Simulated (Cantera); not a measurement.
# Gas-phase reforming

An isothermal, constant-pressure homogeneous reactor starts with 19.2 % CH4, 57.7 % CO2, 23.1 % H2, at 2175 K and 4.93 atm.

Detailed kinetics in Cantera: GRI-Mech 3.0 (53 species, 325 reactions).

| t (s) | x CH4 | x CO2 | x H2 | x HO2 | x O | x C2H6 | x C2H2 |
|---|---|---|---|---|---|---|---|
| 3.00e-5 | 0.0613 | 0.378 | 0.243 | 5.10e-10 | 1.35e-7 | 0.000163 | 0.0448 |
| 0.000196 | 0.00831 | 0.144 | 0.157 | 8.70e-10 | 3.28e-7 | 6.89e-6 | 0.0480 |
| 0.00128 | 0.00289 | 0.0855 | 0.225 | 3.10e-10 | 3.61e-7 | 5.45e-7 | 0.00672 |
| 0.00838 | 3.91e-8 | 0.0764 | 0.243 | 2.57e-10 | 3.77e-7 | <1e-12 | 1.17e-8 |
| 0.0548 | 1.30e-8 | 0.0764 | 0.243 | 2.57e-10 | 3.77e-7 | <1e-12 | 1.53e-11 |
| 0.358 | 1.30e-8 | 0.0764 | 0.243 | 2.57e-10 | 3.77e-7 | <1e-12 | 1.53e-11 |
| 2.34 | 1.30e-8 | 0.0764 | 0.243 | 2.57e-10 | 3.77e-7 | <1e-12 | 1.53e-11 |
| 15.3 | 1.30e-8 | 0.0764 | 0.243 | 2.57e-10 | 3.77e-7 | <1e-12 | 1.53e-11 |
| 100 | 1.30e-8 | 0.0764 | 0.243 | 2.57e-10 | 3.77e-7 | <1e-12 | 1.53e-11 |
x: mole fraction; the columns are a selection and need not sum to one.

Equilibrium at this temperature and pressure: CH4 1.44e-8, CO2 0.0764, H2 0.243, HO2 2.57e-10, O 3.77e-7, C2H6 <1e-12, C2H2 1.69e-11 (gas phase only).
